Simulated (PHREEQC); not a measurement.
Make-up at 25 °C: 49 mmol/kgw NH4HF2, 3.7 mmol/kgw (NH4)2SiF6, 82 mmol/kgw H3PO4 and 140 mmol/kgw H2SO4. Closed to the air; pH follows from the charge balance.

All values are PHREEQC results (ion-association model, wateq4f.dat), not measurements.

```json
{
  "pH": "0.98",
  "ionic_strength": "0.213 mol/kgw",
  "activity_of_water": "0.992",
  "total_alkalinity": "-426 meq/kg"
}
```

| species | molality | activity | log γ |
|---|---|---|---|
| H+ | 0.131 | 0.104 | -0.100 |
| HSO4- | 0.108 | 0.0781 | -0.140 |
| H3PO4 | 0.0751 | 0.0788 | 0.021 |
| HF | 0.0701 | 0.0736 | 0.021 |
| NH4+ | 0.0512 | 0.0381 | -0.128 |
| SO4-2 | 0.0270 | 0.00772 | -0.544 |
| H2F2 | 0.0134 | 0.0141 | 0.021 |
| H2PO4- | 0.00693 | 0.00514 | -0.129 |

Precipitation was switched off in this run. wateq4f.dat counts part of the HF as a dimer, H2F2, which phreeqc.dat doesn't know; its constant is uncertain. H3PO4, which wateq4f.dat lacks, is added to it with the constant of phreeqc.dat. SiF6-2 is the database's only silicon fluoride.
